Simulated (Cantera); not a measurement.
A Cantera script and what it prints.

```python
import numpy as np
import cantera as ct

gas_names = """
    F F2 FS2F,fluorodisu N NF NF2 NF3 N2 S SF SF2 SF3 SF4 SF5 SF6 SN S2 S2F2,thiothiony S8 Si SiF SiF2
    SiF3 SiF4 SiN SiS Si2 Si2N Si3
""".split()
cond_names = """
    S(cr1) S(cr2) S(L) Si(cr) Si(L) Si3N4(a)
""".split()


def load(file, names, dense=False):
    # The tables refer to 1 bar. Condensed volumes are neglected.
    table = {s.name: s for s in ct.Species.list_from_file(file)}
    out = []
    for n in names:
        d = dict(table[n].input_data)
        d["thermo"] = dict(d["thermo"], **{"reference-pressure": 1e5})
        if dense:
            d["equation-of-state"] = {"model": "constant-volume", "density": "1e6 g/cm^3"}
        out.append(ct.Species.from_dict(d))
    return out


gas = ct.Solution(thermo="ideal-gas", species=load("nasa_gas.yaml", gas_names))
cond = {s.name: ct.Solution(thermo="fixed-stoichiometry", species=[s], name=s.name)
        for s in load("nasa_condensed.yaml", cond_names, dense=True)}
atoms = {
    'Si': {'Si': 1},
    'SF6': {'S': 1, 'F': 6},
    'N2': {'N': 2},
    'F2': {'F': 2},
}
top_T = {'Si3N4(a)': 2400}  # K; cautious upper limits of use, not melting points


def equilibrate(T, P, feed):
    n = {}
    for name, mol in feed.items():
        for a, k in atoms[name].items():
            n[a] = n.get(a, 0.0) + k * mol
    gas.TPX = T, P, n
    mass = sum(n.values()) * gas.mean_molecular_weight
    gas.equilibrate("TP")
    valid = [c for c in cond.values() if c.min_temp <= T <= top_T.get(c.name, c.max_temp)]
    mix = ct.Mixture([(gas, mass / gas.mean_molecular_weight)] + [(c, 0.0) for c in valid])
    mix.T, mix.P = T, P
    mix.equilibrate("TP", solver="vcs", rtol=1e-11, max_steps=5000)
    return mix


results = []
feed = {'Si': 1, 'SF6': 0.85, 'N2': 5.7, 'F2': 0.94}  # mol
P = 9600  # Pa
for T in [798, 898, 998, 1098, 1198, 1298, 1398]:
    mix = equilibrate(T, P, feed)
    results.append((T, P, feed, dict(zip(mix.species_names, mix.species_moles))))
    x = sorted(zip(gas.X, gas.species_names), reverse=True)
    print(f"T = {T:g} K  P = {P:g} Pa  gas = {mix.phase_moles(0):.4g} mol")
    print("   x: " + "  ".join(f"{s} {v:.3e}" for v, s in x if v > 1e-06))
    print("   condensed (mol): " + ("  ".join(f"{mix.phase(i).name} {mix.phase_moles(i):.4g}"
          for i in range(1, mix.n_phases) if mix.phase_moles(i) > 1e-12) or "none"))
```

Result:

```
T = 798 K  P = 9600 Pa  gas = 7.457 mol
   x: N2 7.644e-01  SiF4 1.341e-01  SF4 7.895e-02  S2F2,thiothiony 1.247e-02  SF6 9.623e-03  SF2 2.646e-04  SF3 2.088e-04
   condensed (mol): none
T = 898 K  P = 9600 Pa  gas = 7.476 mol
   x: N2 7.624e-01  SiF4 1.338e-01  SF4 8.891e-02  S2F2,thiothiony 9.899e-03  SF6 3.115e-03  SF2 1.139e-03  SF3 7.290e-04  FS2F,fluorodisu 2.111e-06
   condensed (mol): none
T = 998 K  P = 9600 Pa  gas = 7.488 mol
   x: N2 7.612e-01  SiF4 1.335e-01  SF4 9.052e-02  S2F2,thiothiony 8.223e-03  SF2 3.540e-03  SF3 1.877e-03  SF6 1.116e-03  FS2F,fluorodisu 4.242e-06  SF5 1.491e-06
   condensed (mol): none
T = 1098 K  P = 9600 Pa  gas = 7.505 mol
   x: N2 7.595e-01  SiF4 1.333e-01  SF4 8.846e-02  SF2 8.346e-03  S2F2,thiothiony 6.056e-03  SF3 3.856e-03  SF6 4.778e-04  FS2F,fluorodisu 6.436e-06  SF5 2.439e-06
   condensed (mol): none
T = 1198 K  P = 9600 Pa  gas = 7.525 mol
   x: N2 7.575e-01  SiF4 1.329e-01  SF4 8.459e-02  SF2 1.497e-02  SF3 6.503e-03  S2F2,thiothiony 3.307e-03  SF6 2.547e-04  F 1.032e-05  FS2F,fluorodisu 6.420e-06  SF5 3.776e-06  SF 1.185e-06
   condensed (mol): none
T = 1298 K  P = 9600 Pa  gas = 7.542 mol
   x: N2 7.557e-01  SiF4 1.326e-01  SF4 8.099e-02  SF2 2.014e-02  SF3 9.140e-03  S2F2,thiothiony 1.115e-03  SF6 1.800e-04  F 9.727e-05  SF5 5.980e-06  FS2F,fluorodisu 3.604e-06  SF 3.553e-06
   condensed (mol): none
T = 1398 K  P = 9600 Pa  gas = 7.553 mol
   x: N2 7.546e-01  SiF4 1.324e-01  SF4 7.866e-02  SF2 2.189e-02  SF3 1.128e-02  F 7.259e-04  S2F2,thiothiony 2.635e-04  SF6 1.611e-04  SF5 9.777e-06  SF 7.036e-06  FS2F,fluorodisu 1.319e-06
   condensed (mol): none
```

Cantera equilibrium calculation (NASA polynomials, part measured and part estimated; ideal gas, pure solids and liquids). The tables' values for S2F2 (SSF2), SF3 are old estimates; treat these amounts as uncertain.
